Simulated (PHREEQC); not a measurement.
Make-up at 25 °C: 1 mmol/kgw K2SO4. Closed to the air; pH follows from the charge balance.

The numbers come from PHREEQC with the ion-association model, phreeqc.dat.

This is a speciation only: nothing precipitates in the calculation.

### Question
Estimate the specific conductance.

### Answer
specific conductance 287 µS/cm.

### Question
In which forms is S present?

### Answer
SO4-2 99 %, KSO4- 1.1 % of the S.

Species that the database lacks are ignored.
